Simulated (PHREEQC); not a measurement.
Make-up at 20 °C: 26 mmol/kgw CuCl2, 1 mmol/kgw H2SO4 and 190 mmol/kgw H3BO3. Closed to the air; pH follows from the charge balance.

Equilibrium calculation in PHREEQC: ion-association model, wateq4f.dat.

```yaml
pH: 2.79
ionic_strength: 0.0769 mol/kgw
total_alkalinity: -2.00 meq/kg
```

```csv
species,molality,activity,log γ
H3BO3,0.190,0.193,0.008
Cl-,0.0508,0.0399,-0.105
Cu+2,0.0244,0.0106,-0.363
H+,0.00196,0.00164,-0.077
CuCl+,0.00112,0.000886,-0.103
SO4-2,0.000523,0.000214,-0.389
CuSO4,0.000438,0.000446,0.008
HSO4-,3.86e-5,3.07e-5,-0.100
```

Precipitation was switched off in this run.
